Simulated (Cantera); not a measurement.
Input: 1 mol HgO, 0.027 mol O2, 3.1 mol N2, equilibrated at 1.00 bar.

Equilibrium computed with Cantera from the NASA thermochemical tables; the gas is ideal and each condensed phase is pure. Candidate condensed phases: Hg, HgO; 10 gas species. Rates play no part.

Q: At 1198 K, list the 4 most abundant gas species with their mole fractions, and the condensed phases.

A: N2 0.670, Hg 0.216, O2 0.114, NO 0.000131. Condensed: gas only.
